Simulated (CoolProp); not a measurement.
Computed with CoolProp (reference Helmholtz-energy equation of state, de Reuck 1993).

Question: For methanol, give the phase and the Z, conductivity (mW/(m K)), fugacity coefficient at 471.7 K and 15300 kPa; 395.3 K and 19500 kPa.

Answer: 
- 471.7 K and 15300 kPa: liquid; Z 0.206, conductivity 174, fugacity coefficient 0.228
- 395.3 K and 19500 kPa: liquid; Z 0.266, conductivity 191, fugacity coefficient 0.0408

Thermal conductivity comes from a separate model (Sykioti 2013).
